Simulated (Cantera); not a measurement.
A perfectly stirred reactor is fed with CH4 : O2 : N2 = 0.0057 : 0.029 : 1 (molar parts), equivalence ratio 0.39, at 0.947 atm; it is held at 1275 K, and followed from long to short residence time.

Computed with Cantera and GRI-Mech 3.0 (53 species, 325 reactions).

Question: What does this change do: 0.0032 parts H2 added?

Answer: 
```
quantity                  before     after
----------------------  --------  --------
x(CH4) at τ = 17.0 s     1.09e-6   9.20e-7
x(O2) at τ = 17.0 s       0.0170    0.0154
x(C2H4) at τ = 17.0 s   7.77e-10  5.09e-10
x(NO) at τ = 17.0 s      5.43e-7   6.48e-7
x(CH2O) at τ = 17.0 s    5.79e-8   4.80e-8
x(CH4) at τ = 0.200 s    1.95e-5   1.60e-5
x(O2) at τ = 0.200 s      0.0171    0.0155
x(C2H4) at τ = 0.200 s   1.47e-8   8.89e-9
x(NO) at τ = 0.200 s     2.37e-7   2.95e-7
x(CH2O) at τ = 0.200 s   1.30e-6   1.05e-6
```
